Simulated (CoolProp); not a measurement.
The fluid at 298.15 K and 5.98 MPa is compressed adiabatically to 28.1 MPa with isentropic efficiency 0.75. The same conditions are run with several fluids, on thermodynamics alone (safety and materials aside).

Model: reference Helmholtz-energy equation of state of each fluid (ethylene: Smukala 2000; C2F6 (R116): Lemmon 2006; oxygen: Schmidt 1985), in CoolProp.

| fluid | work (kJ/kg) | final temperature (K) | final density (kg/m³) |
|---|---|---|---|
| ethylene | 130 | 403.5 | 283 |
| C2F6 (R116) | 24.8 | 325.5 | 1270 |
| oxygen | 204 | 512.6 | 195 |

Above 300 K oxygen's equation is extrapolated.
